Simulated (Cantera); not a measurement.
Equilibrium for thermal oxidation and active oxidation of silicon: Si + N2O + N2 + H2O

Input: 1 mol Si, a varied amount of N2O, 6.4 mol N2, 0.26 mol H2O, at 1025 K and 1.33 mbar.

These are equilibrium values from Cantera (NASA tables, ideal gas, pure condensed phases), not measurements of a reactor. Candidate condensed phases: H2O, Si, SiO2, Si2N2O, Si3N4; 35 gas species. Mutual solubility and eutectic melting of coexisting phases are not modelled. The numbers say what is thermodynamically allowed, not how fast it happens.

| n(N2O) (mol) | log p N2 | log p H2 | log p H2O | log p H | log p NH3 | n Si2N2O(s) | n Si3N4(s) | n SiO2(β-quartz) |
|---|---|---|---|---|---|---|---|---|
| 0.025 | -2.89 | -4.25 | <-14 | -10.48 | -11.12 | 0.285 | 0.143 | 0 |
| 0.041 | -2.89 | -4.25 | <-14 | -10.48 | -11.12 | 0.301 | 0.133 | 0 |
| 0.066 | -2.89 | -4.25 | <-14 | -10.49 | -11.13 | 0.326 | 0.116 | 0 |
| 0.11 | -2.89 | -4.25 | <-14 | -10.49 | -11.13 | 0.370 | 0.0867 | 0 |
| 0.17 | -2.89 | -4.26 | <-14 | -10.49 | -11.14 | 0.430 | 0.0467 | 0 |
| 0.28 | -2.89 | -4.27 | -9.01 | -10.50 | -11.16 | 0.487 | 0 | 0.0267 |
| 0.44 | -2.89 | -4.28 | -9.02 | -10.50 | -11.18 | 0.433 | 0 | 0.133 |
| 0.72 | -2.89 | -4.31 | -9.04 | -10.51 | -11.21 | 0.340 | 0 | 0.320 |
log p: log10 of the partial pressure in bar; n: condensed amount in mol.

From 0.025 mol N2O to 0.17 mol N2O the condensed part is Si2N2O(s) + Si3N4(s). From 0.28 mol N2O to 0.72 mol N2O the condensed part is SiO2(β-quartz) + Si2N2O(s).
